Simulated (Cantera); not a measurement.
A Cantera script and its output.

```python
import numpy as np
import cantera as ct

gas = ct.Solution("gri30.yaml")
gas.TPX = 1048, 1400000, {'CH4': 1, 'CO': 0.21, 'O2': 2.29, 'N2': 8.6}
reactor = ct.IdealGasConstPressureReactor(gas, energy="on", clone=False)
net = ct.ReactorNet([reactor])
net.rtol, net.atol = 1e-08, 1e-16
show = ['CH4', 'CO', 'O2', 'NO2', 'H2O']
times = np.geomspace(6e-06, 0.1, 16)

steps = ct.SolutionArray(gas, extra=["t"])
rows = []
print(f"{'t/s':>10s}{'T/K':>9s}{'P/Pa':>11s}" + "".join(f"{s:>11s}" for s in show))
for t in times:
    while net.time < t:
        t_next = net.step()
        steps.append(gas.state, t=t_next)
    rows.append([np.interp(t, steps.t, y) for y in (steps.T, steps.P, *steps(*show).X.T)])
    print(f"{t:10.3e}{rows[-1][0]:9.1f}{rows[-1][1]:11.4g}" + "".join(f"{x:11.3e}" for x in rows[-1][2:]))
rate = np.gradient(steps.T, steps.t)
print("integrator steps:", len(steps.t))
if steps.T.max() > steps.T[0] + 200:
    print(f"time of steepest temperature rise: {steps.t[rate.argmax()]:.4e} s")
gas.TPX = 1048, 1400000, {'CH4': 1, 'CO': 0.21, 'O2': 2.29, 'N2': 8.6}
gas.equilibrate("HP")
print(f"equilibrium (HP): T = {gas.T:.1f} K  " + "  ".join(f"{s} {gas[s].X[0]:.3e}" for s in show))
```

Result:

```
       t/s      T/K       P/Pa        CH4         CO         O2        NO2        H2O
 6.000e-06   1048.0    1.4e+06  8.264e-02  1.736e-02  1.893e-01  9.270e-28  8.850e-10
 1.147e-05   1048.0    1.4e+06  8.264e-02  1.736e-02  1.893e-01  6.551e-27  1.865e-09
 2.193e-05   1048.0    1.4e+06  8.264e-02  1.736e-02  1.893e-01  4.589e-26  4.144e-09
 4.193e-05   1048.0    1.4e+06  8.264e-02  1.736e-02  1.893e-01  3.166e-25  1.000e-08
 8.016e-05   1048.0    1.4e+06  8.264e-02  1.736e-02  1.893e-01  2.160e-24  2.689e-08
 1.533e-04   1048.0    1.4e+06  8.264e-02  1.736e-02  1.893e-01  1.463e-23  8.106e-08
 2.930e-04   1048.0    1.4e+06  8.264e-02  1.736e-02  1.893e-01  1.018e-22  2.703e-07
 5.602e-04   1048.0    1.4e+06  8.264e-02  1.736e-02  1.893e-01  7.762e-22  9.423e-07
 1.071e-03   1048.0    1.4e+06  8.264e-02  1.735e-02  1.893e-01  6.512e-21  3.025e-06
 2.048e-03   1048.1    1.4e+06  8.263e-02  1.735e-02  1.892e-01  5.092e-20  8.136e-06
 3.915e-03   1048.2    1.4e+06  8.262e-02  1.735e-02  1.892e-01  3.828e-19  1.968e-05
 7.485e-03   1048.4    1.4e+06  8.259e-02  1.735e-02  1.892e-01  3.256e-18  4.823e-05
 1.431e-02   1049.1    1.4e+06  8.249e-02  1.734e-02  1.891e-01  3.363e-17  1.359e-04
 2.736e-02   1053.0    1.4e+06  8.202e-02  1.734e-02  1.887e-01  5.016e-16  5.993e-04
 5.231e-02   2648.4    1.4e+06  1.389e-15  1.352e-02  1.755e-02  6.690e-06  1.568e-01
 1.000e-01   2648.4    1.4e+06  1.389e-15  1.352e-02  1.755e-02  6.690e-06  1.568e-01
integrator steps: 2694
time of steepest temperature rise: 3.9834e-02 s
equilibrium (HP): T = 2648.4 K  CH4 1.787e-15  CO 1.352e-02  O2 1.755e-02  NO2 6.690e-06  H2O 1.568e-01
```

Cantera simulation using GRI-Mech 3.0 (53 species, 325 reactions); the numbers are that mechanism's predictions, not measurements. The pressure lies above the range GRI-Mech 3.0 was tuned for (to about 10 atm).
